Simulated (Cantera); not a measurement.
An adiabatic, constant-volume homogeneous reactor starts with C3H8 : O2 : N2 = 1 : 2.17 : 23 (molar parts), equivalence ratio 2.3, at 1273 K and 1.01 bar.

Detailed kinetics in Cantera: GRI-Mech 3.0 (53 species, 325 reactions). GRI-Mech 3.0 was tuned for natural gas; its chemistry of propane as a main component is partial and can be far from experiment.

One state of this run: T (K) = 2005; P (bar) = 1.80; x C3H8 = 1.46e-11; x O2 = 1.21e-8; x HCO = 2.82e-8; x N2O = 1.48e-9; x C2H = 4.70e-7. x: mole fraction; the columns are a selection and need not sum to one.

Q: Which value of t (s) does it belong to?
A) 0.0127
B) 2.01e-5
C) 0.0635
D) 1.60

A: A, 0.0127
